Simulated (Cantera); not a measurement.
A freely propagating, adiabatic, planar premixed flame of 11.6 % CH₃OH, 18.0 % O₂, 67.6 % N₂, 2.79 % CO₂, equivalence ratio 0.97, unburnt at 598 K and 0.158 atm; mixture-averaged transport, grid criteria slope 0.08 and curve 0.16, no radiation.

Computed with Cantera and GRI-Mech 3.0 (53 species, 325 reactions). GRI-Mech 3.0 was tuned for natural gas; its chemistry of methanol as a main component is partial and can be far from experiment. Burning velocities carry a grid error of a few per cent, more on coarse grids.

x: mole fraction of selected species; z is measured from the peak of heat release.

```json
[
 {"z (mm)": "-4.41", "T (K)": "598", "u (m/s)": "1.47", "x CH₃OH": "0.116", "x O₂": "0.180", "x CO₂": "0.0279", "x H₂": "0.00208", "x CH₂": "<1e-8", "x HCO": "<1e-8"},
 {"z (mm)": "-2.94", "T (K)": "600", "u (m/s)": "1.48", "x CH₃OH": "0.116", "x O₂": "0.179", "x CO₂": "0.0278", "x H₂": "0.00539", "x CH₂": "<1e-8", "x HCO": "<1e-8"},
 {"z (mm)": "-2.21", "T (K)": "608", "u (m/s)": "1.51", "x CH₃OH": "0.115", "x O₂": "0.178", "x CO₂": "0.0277", "x H₂": "0.00908", "x CH₂": "<1e-8", "x HCO": "<1e-8"},
 {"z (mm)": "-1.47", "T (K)": "659", "u (m/s)": "1.65", "x CH₃OH": "0.111", "x O₂": "0.172", "x CO₂": "0.0276", "x H₂": "0.0158", "x CH₂": "<1e-8", "x HCO": "<1e-8"},
 {"z (mm)": "-0.735", "T (K)": "946", "u (m/s)": "2.44", "x CH₃OH": "0.0856", "x O₂": "0.145", "x CO₂": "0.0292", "x H₂": "0.0266", "x CH₂": "<1e-8", "x HCO": "2.08e-7"},
 {"z (mm)": "-0.368", "T (K)": "1289", "u (m/s)": "3.42", "x CH₃OH": "0.0481", "x O₂": "0.114", "x CO₂": "0.0334", "x H₂": "0.0326", "x CH₂": "3.66e-7", "x HCO": "3.19e-5"},
 {"z (mm)": "0", "T (K)": "1659", "u (m/s)": "4.54", "x CH₃OH": "0.00788", "x O₂": "0.0781", "x CO₂": "0.0421", "x H₂": "0.0341", "x CH₂": "1.02e-5", "x HCO": "0.000313"},
 {"z (mm)": "0.368", "T (K)": "1780", "u (m/s)": "4.90", "x CH₃OH": "0.000139", "x O₂": "0.0557", "x CO₂": "0.0538", "x H₂": "0.0254", "x CH₂": "3.07e-6", "x HCO": "5.12e-5"},
 {"z (mm)": "0.735", "T (K)": "1802", "u (m/s)": "4.96", "x CH₃OH": "[?]", "x O₂": "[?]", "x CO₂": "[?]", "x H₂": "[?]", "x CH₂": "[?]", "x HCO": "[?]"},
 {"z (mm)": "1.47", "T (K)": "1829", "u (m/s)": "5.00", "x CH₃OH": "<1e-8", "x O₂": "0.0350", "x CO₂": "0.0792", "x H₂": "0.0172", "x CH₂": "<1e-8", "x HCO": "3.12e-8"},
 {"z (mm)": "2.94", "T (K)": "1861", "u (m/s)": "5.06", "x CH₃OH": "<1e-8", "x O₂": "0.0314", "x CO₂": "0.0895", "x H₂": "0.0175", "x CH₂": "<1e-8", "x HCO": "2.31e-8"},
 {"z (mm)": "5.88", "T (K)": "1904", "u (m/s)": "5.16", "x CH₃OH": "<1e-8", "x O₂": "0.0296", "x CO₂": "0.0930", "x H₂": "0.0170", "x CH₂": "<1e-8", "x HCO": "[?]"},
 {"z (mm)": "11.8", "T (K)": "1964", "u (m/s)": "5.30", "x CH₃OH": "<1e-8", "x O₂": "0.0276", "x CO₂": "0.0954", "x H₂": "0.0154", "x CH₂": "<1e-8", "x HCO": "1.32e-8"}
]
```

Question: Some entries are withheld; supply them.

Answer: 
- 0.735, x CH₃OH: 7.19e-7
- 0.735, x O₂: 0.0435
- 0.735, x CO₂: 0.0647
- 0.735, x H₂: 0.0193
- 0.735, x CH₂: 1.14e-7
- 0.735, x HCO: 9.67e-7
- 5.88, x HCO: 1.84e-8
